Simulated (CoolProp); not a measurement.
Vapour-liquid equilibrium of cyclohexane (1) + ethylbenzene (2) at 41.95 °C; x and y are mole fractions of (1).

Values from CoolProp's multi-fluid Helmholtz-energy mixture model, Zhou 2014 and Zhou 2012; pair parameters Bell 2016.

Question: Give the bubble pressure and the first vapour's composition at x = 0.25, 0.35, 0.95. Is there an azeotrope?

Answer: x = 0.25: 0.01050 MPa, y = 0.770; x = 0.35: 0.01309 MPa, y = 0.837; x = 0.95: 0.02556 MPa, y = 0.991. No azeotrope shows between x = 0.05 and 0.95.

The pair parameters rest on a limited set of measurements; away from them the model extrapolates.
